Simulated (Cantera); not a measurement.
A Cantera script and what it prints.

```python
import numpy as np
import cantera as ct

gas_names = """
    Br Br2 N N2 Si SiBr SiBr2 SiBr3 SiBr4 SiN Si2 Si2N Si3
""".split()
cond_names = """
    Br2(cr) Br2(L) Si(cr) Si(L) Si3N4(a)
""".split()


# ... load() reads the species with a 1 bar reference pressure and builds the phases ...
atoms = {
    'Si': {'Si': 1},
    'Br2': {'Br': 2},
    'N2': {'N': 2},
}
top_T = {'Si3N4(a)': 2400}  # K; cautious upper limits of use, not melting points


# ... equilibrate(T, P, feed) seeds the gas with the atoms and calls Mixture.equilibrate('TP', solver="vcs", rtol=1e-11, max_steps=5000) ...
results = []
feed = {'Si': 1, 'Br2': 0.51, 'N2': 86}  # mol
T = 1450  # K
P = 6600  # Pa
mix = equilibrate(T, P, feed)
results.append((T, P, feed, dict(zip(mix.species_names, mix.species_moles))))
x = sorted(zip(gas.X, gas.species_names), reverse=True)
print(f"T = {T:g} K  P = {P:g} Pa  gas = {mix.phase_moles(0):.4g} mol")
print("   x: " + "  ".join(f"{s} {v:.3e}" for v, s in x if v > 0.0001))
print("   condensed (mol): " + ("  ".join(f"{mix.phase(i).name} {mix.phase_moles(i):.4g}"
      for i in range(1, mix.n_phases) if mix.phase_moles(i) > 1e-12) or "none"))
```

Output:

```
T = 1450 K  P = 6600 Pa  gas = 86.1 mol
   x: N2 9.937e-01  SiBr2 2.881e-03  Br 2.482e-03  SiBr4 6.761e-04  SiBr3 2.939e-04
   condensed (mol): Si3N4(a) 0.2228
```

Method: chemical equilibrium by Gibbs-energy minimisation in Cantera with the NASA 1993 tables (ideal gas, pure condensed phases). N2 is the only nitrogen source here; it is nearly inert below about 1500 K, so the nitride shown seldom forms there in practice. The tables' values for SiBr3 are old estimates; treat these amounts as uncertain.
